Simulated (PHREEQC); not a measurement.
# Brine

Make-up at 79 °C: 0.74 mol LiCl and 0.39 mol MgSO4 per kg of water. Closed to the air; pH follows from the charge balance.

Model: ion-association model, phreeqc.dat, run in PHREEQC.

| Property | Value |
|---|---|
| ionic strength | 1.22 mol/kgw |
| activity of water | 0.966 |
| density | 1.034 g/cm³ |

| species | molality | activity | log γ |
|---|---|---|---|
| Cl- | 0.740 | 0.419 | -0.246 |
| Li+ | 0.701 | 0.448 | -0.194 |
| MgSO4 | 0.251 | 0.332 | 0.122 |
| Mg+2 | 0.139 | 0.0366 | -0.580 |
| SO4-2 | 0.101 | 0.0119 | -0.927 |
| LiSO4- | 0.0387 | 0.0233 | -0.220 |

No solid was allowed to form. Ionic strength above about 0.7 mol/kgw puts this run outside the model's range. Complexes and solids missing from the database can't appear. At this temperature some constants are extrapolated from 25 °C, and those without enthalpy data are left unchanged.
